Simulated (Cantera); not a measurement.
A perfectly stirred reactor is fed with C₂H₆ : H₂ = 1 : 2.5 (molar parts), at 1.00 bar; it is held at 1598 K, and followed from long to short residence time.

Cantera simulation using GRI-Mech 3.0 (53 species, 325 reactions); the numbers are that mechanism's predictions, not measurements. GRI-Mech 3.0 stops at C3 and has no aromatics, soot or wall deposition, so with more carbon than oxygen in the feed, carbon stays in small species such as C2H2 where larger ones or solid carbon would form.

Problem. What does this change do: pressure from 1.00 bar to 0.000530 bar?

Solution. 
```tsv
quantity	before	after
x(C₂H₆) at τ = 29.0 s	4.21e-5	6.45e-5
x(H₂) at τ = 29.0 s	0.761	0.789
x(CH₂) at τ = 29.0 s	5.77e-9	1.98e-6
x(CH₄) at τ = 29.0 s	0.0804	0.0382
x(C₂H) at τ = 29.0 s	2.99e-8	1.21e-6
x(C₂H₆) at τ = 0.170 s	0.000221	0.00820
x(H₂) at τ = 0.170 s	0.742	0.670
x(CH₂) at τ = 0.170 s	1.37e-8	1.16e-5
x(CH₄) at τ = 0.170 s	0.107	0.187
x(C₂H) at τ = 0.170 s	3.81e-8	1.13e-6
```
Radical loss at walls, strong at low pressure, is not modelled.

Problem. What does this change do: temperature 1598 to 1875 K?

Solution. 
```csv
quantity,before,after
x(C₂H₆) at τ = 29.0 s,4.21e-5,1.52e-6
x(H₂) at τ = 29.0 s,0.761,0.810
x(CH₂) at τ = 29.0 s,5.77e-9,1.35e-7
x(CH₄) at τ = 29.0 s,0.0804,0.0105
x(C₂H) at τ = 29.0 s,2.99e-8,1.54e-6
x(C₂H₆) at τ = 0.170 s,0.000221,1.17e-5
x(H₂) at τ = 0.170 s,0.742,0.801
x(CH₂) at τ = 0.170 s,1.37e-8,2.97e-7
x(CH₄) at τ = 0.170 s,0.107,0.0230
x(C₂H) at τ = 0.170 s,3.81e-8,1.55e-6
```
